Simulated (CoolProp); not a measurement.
Computed with CoolProp (reference Helmholtz-energy equation of state, Lemmon 2006). It is a short technical equation, of lower accuracy than the large ones.

Q: Give the vapour pressure (kPa), liquid density (kg/m³), vapour density (kg/m³), enthalpy of vaporisation (kJ/kg) of saturated carbon monoxide at 110.8, 117.4 K.

A: 
```
T (K)  p (kPa)  liquid density (kg/m³)  vapour density (kg/m³)  enthalpy of vaporisation (kJ/kg)
-----  -------  ----------------------  ----------------------  --------------------------------
110.8     1120                     642                    43.9                               159
117.4     1630                     596                    66.8                               139
```
